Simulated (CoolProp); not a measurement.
Vapour-liquid equilibrium of propylene (1) + propane (2) at 6.33 bar; x and y are mole fractions of (1).

Values from CoolProp's multi-fluid Helmholtz-energy mixture model, Lemmon 2013 and Lemmon 2009; pair parameters Bell 2016.

```tsv
x	bubble temperature (K)	y at the bubble point	dew temperature at overall composition x (K)	liquid density (mol/L)
0.05	282.4	0.062	282.5	11.74
0.125	281.6	0.152	281.8	11.82
0.2	280.9	0.237	281.2	11.91
0.275	280.2	0.318	280.6	11.99
0.35	279.6	0.396	279.9	12.08
0.425	279.0	0.471	279.3	12.17
0.5	278.5	0.543	278.8	12.26
0.575	278.0	0.614	278.2	12.35
0.65	277.5	0.684	277.7	12.44
0.725	277.1	0.752	277.3	12.53
0.8	276.7	0.820	276.8	12.63
0.875	276.4	0.887	276.4	12.72
0.95	276.1	0.955	276.1	12.82
```

No azeotrope shows between x = 0.05 and 0.95.

The pair parameters rest on a limited set of measurements; away from them the model extrapolates.
